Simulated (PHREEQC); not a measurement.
0.019 g of hydrous ferric oxide (600 m²/g; 0.2 weak and 0.005 strong sites per Fe, Dzombak-Morel constants, diffuse double layer) in 1 kg of water with 0.1 mol/kgw of an inert sodium salt and 0.0095 mmol/kgw Ag2SO4, at 25 °C; the pH is set by adding NaOH or the inert anion's acid. Oxygen alone is held at its pressure in air (log pO2 = -0.68). CO2 from the air is kept out. No solid was allowed to form.

Base run: PHREEQC, ion-association model, wateq4f.dat. Each further column changes one thing. The table gives Ag sorbed (%).

```csv
pH,base,no electrostatic term (-no_edl),background salt from 0.1 to 0.01 mol/kgw,oxide from 0.019 to 0.095 g/kgw,8e-05 mol/kgw Na2SO4 added
4,0.0,0.0,0.0,0.0,0.0
4.67,0.0,0.0,0.0,0.1,0.0
5.33,0.1,0.0,0.2,0.8,0.1
6,0.8,0.1,1.0,4.1,0.8
6.67,2.8,(withheld),3.0,13.0,2.7
7.33,4.8,4.4,5.0,(withheld),4.8
8.67,10.8,9.9,11.5,44.0,10.7
9.33,23.9,(withheld),(withheld),68.2,23.9
10,49.3,16.0,55.1,(withheld),49.3
10.67,72.9,16.3,80.4,96.4,72.9
11.33,84.1,(withheld),91.6,98.5,84.1
12,80.5,(withheld),91.3,98.4,80.5
```

**Question.** What belongs in the gaps?

**Answer.** 
- 6.67, no electrostatic term (-no_edl): 1.1
- 7.33, oxide from 0.019 to 0.095 g/kgw: 22.9
- 9.33, no electrostatic term (-no_edl): 14.0
- 9.33, background salt from 0.1 to 0.01 mol/kgw: 26.5
- 10, oxide from 0.019 to 0.095 g/kgw: 88.4
- 11.33, no electrostatic term (-no_edl): 15.1
- 12, no electrostatic term (-no_edl): 10.1

 In at least one series the solution becomes supersaturated in solids that the run did not let form, among them Ag2O.
